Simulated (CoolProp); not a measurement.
R124 at 298.15 K and 0.734 MPa flows at 4 m/s in a round tube of 20 mm bore and 0.25 µm roughness, fully developed (64/Re and Nu = 3.66 if laminar; Colebrook and Gnielinski if turbulent). Each further row changes one setting.

The numbers come from the reference Helmholtz-energy equation of state, de Vries 1995 in CoolProp.

```
case            Reynolds number  Darcy friction factor  pressure drop (Pa/m)  heat-transfer coefficient (W/(m² K))  mass flow (kg/h)
--------------  ---------------  ---------------------  --------------------  ------------------------------------  ----------------
as stated                434000                 0.0137                  7420                                  5800              6140
velocity 8 m/s           868000                 0.0122                 26500                                 10600             12300
diameter 40 mm           868000                 0.0121                  3270                                  5260             24600
```

Viscosity comes from a separate model (Bell 2016), an estimate that may be off by 10 % or more. Thermal conductivity comes from a separate model (Huber 2003), an estimate that may be off by 10 % or more.
